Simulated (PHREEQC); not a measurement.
Model water analysis in mg/kgw, 20 °C, pH 2.76, pe 10.3:

| constituent | mg/kgw |
|---|---|
| Na | 289 |
| K | 3.75 |
| Ca | 166 |
| Mg | 24.3 |
| Cl | 122 |
| S(6) as SO4 | 1060 |
| Cu(2) | 43.4 |
| Zn | 14.2 |
| Li | 0.0259 |

Valence states are taken as typed.

Model: ion-association model, wateq4f.dat, run in PHREEQC.

Precipitation was switched off in this run.

### Question
Estimate the ionic strength.

### Answer
ionic strength 0.0343 mol/kgw.

### Question
In which forms is Na present?

### Answer
Na+ 98 %, NaSO4- 2.0 % of the Na.
